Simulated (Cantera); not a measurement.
**Thermodynamics of chemical vapour transport, feed B + HCl + H2**

A closed system holds: 1 mol B, 0.39 mol HCl, 4.4 mol H2, equilibrated at 1 atm.

Equilibrium computed with Cantera from the NASA thermochemical tables; the gas is ideal and each condensed phase is pure. Candidate condensed phases: B; 13 gas species. Gases not in the tables: BHCl2. Kinetics and transport are ignored.

```tsv
T (K)	x H2	x HCl	x BCl3	x BCl2	x BH3	x H	x BCl	n B(s)
773	0.966	0.00917	0.0244	1.50e-10	4.90e-9	<1e-12	<1e-12	0.884
823	0.964	0.0132	0.0231	8.56e-10	1.22e-8	7.15e-12	<1e-12	0.891
873	0.961	0.0180	0.0214	3.94e-9	2.73e-8	4.55e-11	6.48e-12	0.898
923	0.957	0.0235	0.0196	1.51e-8	5.54e-8	2.38e-10	4.86e-11	0.907
973	0.953	0.0296	0.0175	4.91e-8	1.04e-7	1.05e-9	2.93e-10	0.917
1023	0.949	0.0360	0.0153	1.40e-7	1.83e-7	4.01e-9	1.46e-9	0.927
1073	0.944	0.0425	0.0131	3.51e-7	3.04e-7	1.35e-8	6.20e-9	0.937
1123	0.940	0.0488	0.0110	7.94e-7	4.81e-7	4.10e-8	2.28e-8	0.948
1173	0.936	0.0547	0.00903	1.63e-6	7.30e-7	1.13e-7	7.41e-8	0.957
1223	0.933	0.0600	0.00725	3.08e-6	1.07e-6	2.88e-7	2.15e-7	0.965
1273	0.930	0.0645	0.00572	5.39e-6	1.52e-6	6.83e-7	5.68e-7	0.973
1323	0.927	0.0682	0.00445	8.85e-6	2.09e-6	1.52e-6	1.38e-6	0.979
```
x: gas mole fraction; n: condensed amount in mol.

From 773 K to 1323 K the condensed part is B(s). The main B-bearing gas is BCl3 throughout. The share of B in condensed phases is highest at 1323 K (97.9 %) and lowest at 773 K (88.4 %).
